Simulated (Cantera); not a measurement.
Equilibrium for fluorocarbon and chlorocarbon gases: c-C₄F₈ + CH₄ + H₂

Feed: 1 mol c-C₄F₈, a varied amount of CH₄, 0.84 mol H₂, at 1850 K and 13.0 mbar.

These are equilibrium values from Cantera (NASA tables, ideal gas, pure condensed phases), not measurements of a reactor. Candidate condensed phases: C, C₆H₆, C₇H₈, C₈H₁₈; 95 gas species. The feed counts by its element totals alone. Gases not in the tables: C₂F₆ and larger saturated fluorocarbons. Rates play no part.

From 0.23 mol CH₄ to 1.3 mol CH₄ the condensed part is C(graphite). The main C-bearing gas is CF₄ throughout. The share of C in condensed phases is highest at 1.3 mol CH₄ (94.5 %) and lowest at 0.23 mol CH₄ (67.5 %).

```csv
n(CH₄) (mol),x HF,x CF₄,x CF₂,x F,x CF₃,x CF,x CHF₃,x H,n C(graphite)
0.23,0.651,0.329,0.0146,0.00474,0.00125,9.84e-6,3.64e-6,6.53e-7,2.85
0.29,0.680,0.300,0.0139,0.00463,0.00116,9.62e-6,3.63e-6,6.98e-7,2.97
0.36,0.712,0.270,0.0132,0.00451,0.00107,9.36e-6,3.60e-6,7.50e-7,3.11
0.45,0.748,0.235,0.0123,0.00435,0.000968,9.04e-6,3.53e-6,8.16e-7,3.30
0.55,0.783,0.200,0.0114,0.00419,0.000860,8.69e-6,3.42e-6,8.89e-7,3.50
0.69,0.826,0.159,0.0102,0.00395,0.000722,8.21e-6,3.21e-6,9.94e-7,3.78
0.86,0.870,0.117,0.00870,0.00366,0.000573,7.59e-6,2.90e-6,1.13e-6,4.12
1.1,0.921,0.0683,0.00665,0.00320,0.000383,6.64e-6,2.35e-6,1.37e-6,4.60
1.3,0.957,0.0357,0.00481,0.00272,0.000235,5.65e-6,1.76e-6,1.67e-6,5.01
```
x: gas mole fraction; n: condensed amount in mol.
